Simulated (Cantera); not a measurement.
An adiabatic, constant-pressure homogeneous reactor starts with CH₄ : O₂ : N₂ = 1 : 0.87 : 3.83 (molar parts), equivalence ratio 2.3, at 1625 K and 9.87 atm. Integrator tolerance rtol = 1e-08.

Computed with Cantera and GRI-Mech 3.0 (53 species, 325 reactions).

What does this change do: pressure from 9.87 atm to 2.37 atm?


| quantity | before | after |
|---|---|---|
| time of steepest temperature rise | 0.101 ms | 0.298 ms |
| temperature at 1.00 s | 2440 K | 2424 K |
| equilibrium temperature | 2440 K | 2424 K |
| x(CH₄) at 1.00 s | 4.18e-9 (gas-phase equilibrium 4.72e-9) | 2.54e-10 (gas-phase equilibrium 2.87e-10) |
| x(O₂) at 1.00 s | 4.92e-7 (gas-phase equilibrium 4.92e-7) | 1.74e-6 (gas-phase equilibrium 1.74e-6) |
| x(C₂H₄) at 1.00 s | <1e-12 (gas-phase equilibrium <1e-12) | <1e-12 (gas-phase equilibrium <1e-12) |
| x(NO) at 1.00 s | 2.68e-5 (gas-phase equilibrium 2.68e-5) | 4.88e-5 (gas-phase equilibrium 4.88e-5) |
| x(CH₃) at 1.00 s | 1.05e-9 (gas-phase equilibrium 1.19e-9) | 1.22e-10 (gas-phase equilibrium 1.38e-10) |
| x(CH₂) at 1.00 s | 2.34e-11 (gas-phase equilibrium 2.62e-11) | 5.15e-12 (gas-phase equilibrium 5.74e-12) |

What does this change do: constant volume in place of constant pressure?


```csv
quantity,before,after
time of steepest temperature rise,0.101 ms,89.8 µs
temperature at 1.00 s,2440 K,2710 K
equilibrium temperature,2440 K,2710 K
x(CH₄) at 1.00 s,4.18e-9 (gas-phase equilibrium 4.72e-9),5.80e-9 (gas-phase equilibrium 6.49e-9)
x(O₂) at 1.00 s,4.92e-7 (gas-phase equilibrium 4.92e-7),2.98e-6 (gas-phase equilibrium 2.98e-6)
x(C₂H₄) at 1.00 s,<1e-12 (gas-phase equilibrium <1e-12),<1e-12 (gas-phase equilibrium <1e-12)
x(NO) at 1.00 s,2.68e-5 (gas-phase equilibrium 2.68e-5),0.000103 (gas-phase equilibrium 0.000103)
x(CH₃) at 1.00 s,1.05e-9 (gas-phase equilibrium 1.19e-9),2.98e-9 (gas-phase equilibrium 3.34e-9)
x(CH₂) at 1.00 s,2.34e-11 (gas-phase equilibrium 2.62e-11),1.57e-10 (gas-phase equilibrium 1.74e-10)
```

What does this change do: 0.32 parts H2O added?


```tsv
quantity	before	after
time of steepest temperature rise	0.101 ms	0.114 ms
temperature at 1.00 s	2440 K	2397 K
equilibrium temperature	2440 K	2397 K
x(CH₄) at 1.00 s	4.18e-9 (gas-phase equilibrium 4.72e-9)	3.19e-9 (gas-phase equilibrium 3.60e-9)
x(O₂) at 1.00 s	4.92e-7 (gas-phase equilibrium 4.92e-7)	6.19e-7 (gas-phase equilibrium 6.19e-7)
x(C₂H₄) at 1.00 s	<1e-12 (gas-phase equilibrium <1e-12)	<1e-12 (gas-phase equilibrium <1e-12)
x(NO) at 1.00 s	2.68e-5 (gas-phase equilibrium 2.68e-5)	2.70e-5 (gas-phase equilibrium 2.70e-5)
x(CH₃) at 1.00 s	1.05e-9 (gas-phase equilibrium 1.19e-9)	6.68e-10 (gas-phase equilibrium 7.54e-10)
x(CH₂) at 1.00 s	2.34e-11 (gas-phase equilibrium 2.62e-11)	1.20e-11 (gas-phase equilibrium 1.35e-11)
```
